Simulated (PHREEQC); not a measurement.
Synthetic water in mmol/kgw, 20 °C, pH 6.41, pe 1.2:

```csv
constituent,mmol/kgw
Na,11.4
K,2.35
Ca,8.38
Mg,1.7
Cl,2.81
S(6),9.35
Alkalinity (meq/kgw),13.8
Zn,0.00695
Br,0.028
Si,0.107
Li,0.04
```

Valence states are taken as typed.

All values are PHREEQC results (ion-association model, phreeqc.dat), not measurements.

The ionic strength is 0.0439 mol/kgw. The specific conductance is 2560 µS/cm and the charge-balance error comes out as -2.3 %.

| species | molality | activity | log γ |
|---|---|---|---|
| HCO3- | 0.0132 | 0.0110 | -0.077 |
| Na+ | 0.0112 | 0.00930 | -0.079 |
| CO2 | 0.0102 | 0.0103 | 0.004 |
| SO4-2 | 0.00698 | 0.00336 | -0.317 |
| Ca+2 | 0.00618 | 0.00304 | -0.308 |
| Cl- | 0.00281 | 0.00232 | -0.084 |

This is a speciation only: nothing precipitates in the calculation. Examples of supersaturated solids here: Quartz (slow to form). Others may be too. Species that the database lacks are ignored. The database's zinc carbonate complexes are estimates, stronger than later reviews accept.
